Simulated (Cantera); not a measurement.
Charge: 1 mol Si, 0.67 mol HCl, 0.95 mol H₂, equilibrated at 1348.15 K and 1.50 bar.

These are equilibrium values from Cantera (NASA tables, ideal gas, pure condensed phases), not measurements of a reactor. Candidate condensed phases: Si; 19 gas species. The tables' values for SiCl₃ are old estimates; treat these amounts as uncertain. Kinetics and transport are ignored.

Base state: H₂ 0.810, HCl 0.0729, SiCl₄ 0.0501, SiHCl₃ 0.0316, SiCl₂ 0.0184, SiCl₃ 0.0135, SiH₂Cl₂ 0.00291, SiH₃Cl 7.61e-5 (mole fractions); condensed: Si(s).

Task: What changes in the equilibrium state with this change: Si replaced by SiCl₄?

Result: 
```
species      before     after
----------  -------  --------
SiCl₄        0.0501     0.339
H₂            0.810     0.327
HCl          0.0729     0.295
SiCl₂        0.0184   0.00306
SiHCl₃       0.0316    0.0213
SiCl₃        0.0135    0.0144
SiH₃Cl      7.61e-5   5.08e-7
SiH₂Cl₂     0.00291  0.000195
Si(s), mol    0.827         0
```

Task: What changes in the equilibrium state with this change: H₂ from 0.95 to 9.9 mol?

Result: 
```json
[
 {"species": "H₂", "before": "0.810", "after": "0.955"},
 {"species": "HCl", "before": "0.0729", "after": "0.0350"},
 {"species": "SiCl₂", "before": "0.0184", "after": "0.00361"},
 {"species": "SiCl₄", "before": "0.0501", "after": "0.00192"},
 {"species": "SiCl₃", "before": "0.0135", "after": "0.00118"},
 {"species": "SiHCl₃", "before": "0.0316", "after": "0.00298"},
 {"species": "SiH₂Cl₂", "before": "0.00291", "after": "0.000671"},
 {"species": "SiH₃Cl", "before": "7.61e-5", "after": "4.31e-5"},
 {"species": "Si(s), mol", "before": "0.827", "after": "0.891"}
]
```

Task: What changes in the equilibrium state with this change: H₂ from 0.95 to 3 mol?

Result: 
```
species      before    after
----------  -------  -------
H₂            0.810    0.901
HCl          0.0729   0.0558
SiCl₄        0.0501   0.0139
SiHCl₃       0.0316   0.0128
SiCl₃        0.0135  0.00519
SiCl₂        0.0184  0.00970
SiH₂Cl₂     0.00291  0.00170
SiH₃Cl      7.61e-5  6.47e-5
Si(s), mol    0.827    0.846
```
